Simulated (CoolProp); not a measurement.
Vapour-liquid equilibrium of toluene (1) + p-xylene (2) at 47.45 °C; x and y are mole fractions of (1).

Values from CoolProp's multi-fluid Helmholtz-energy mixture model, Lemmon 2006 and Zhou 2012; pair parameters Bell 2016.

Q: Give the bubble pressure and the first vapour's composition at x = 0.05, 0.2, 0.8. Is there an azeotrope?

A: x = 0.05: 0.004209 MPa, y = 0.132; x = 0.2: 0.005313 MPa, y = 0.420; x = 0.8: 0.009621 MPa, y = 0.918. No azeotrope shows between x = 0.05 and 0.95.

The pair parameters rest on a limited set of measurements; away from them the model extrapolates.
